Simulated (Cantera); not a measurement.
## Equilibrium for carbon deposition, reforming and gasification: acetone + NH3 + H2

Feed: 1 mol acetone, 0.066 mol NH3, 6.6 mol H2, held at 76.0 mbar.

Method: chemical equilibrium by Gibbs-energy minimisation in Cantera with the NASA 1993 tables (ideal gas, pure condensed phases). Candidate condensed phases: C, C6H6, C7H8, C8H18, H2O; 136 gas species. The feed counts by its element totals alone. Equilibrium is a limit: real reactors are often held back by kinetics, nucleation or transport.

| T (°C) | x H2 | x CH4 | x CO | x H2O | n C(graphite) |
|---|---|---|---|---|---|
| 452 | 0.696 | 0.189 | 0.00913 | 0.0928 | 1.28 |
| 527 | 0.830 | 0.0704 | 0.0351 | 0.0518 | 1.91 |
| 602 | 0.878 | 0.0256 | 0.0705 | 0.0192 | 1.98 |
| 677 | 0.893 | 0.0102 | 0.0873 | 0.00553 | 1.96 |
| 752 | 0.899 | 0.00451 | 0.0917 | 0.00166 | 1.97 |
| 827 | 0.901 | 0.00222 | 0.0928 | 0.000568 | 1.98 |
| 902 | 0.902 | 0.00119 | 0.0931 | 0.000221 | 1.99 |
x: gas mole fraction; n: condensed amount in mol.

From 452 °C to 902 °C the condensed part is C(graphite). The main C-bearing gas is CH4 at 452 °C and CO at 902 °C. The share of C in condensed phases is highest at 902 °C (66.3 %) and lowest at 452 °C (42.6 %).
